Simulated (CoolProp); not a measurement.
Properties of R410A along the isotherm -68.15 °C.

Model: reference Helmholtz-energy equation of state, Lemmon 2003, in CoolProp. It is a pseudo-pure fit of the blend.

```csv
p (MPa),phase,Z,cp (kJ/(kg K)),cv (kJ/(kg K)),isothermal compressibility (1/MPa),expansivity (1/kK),conductivity (mW/(m K))
0.00775,gas,0.9955,0.6786,0.5604,129.6,4.977,6.33
0.0131,gas,0.9924,0.6862,0.5652,76.94,5.052,6.34
0.0221,gas,0.9869,0.7011,0.5749,45.87,5.190,6.35
0.0629,liquid,0.001912,1.352,0.8560,0.001378,2.161,144
0.106,liquid,0.003222,1.352,0.8560,0.001377,2.160,144
0.179,liquid,0.005440,1.352,0.8559,0.001375,2.159,144
0.302,liquid,0.009176,1.351,0.8559,0.001373,2.156,144
0.51,liquid,0.01549,1.351,0.8559,0.001368,2.153,144
0.86,liquid,0.02611,1.350,0.8559,0.001361,2.146,144
1.45,liquid,0.04399,1.349,0.8558,0.001349,2.135,144
2.45,liquid,0.07422,1.347,0.8557,0.001330,2.117,145
```

Thermal conductivity comes from a separate model (Geller 2001).
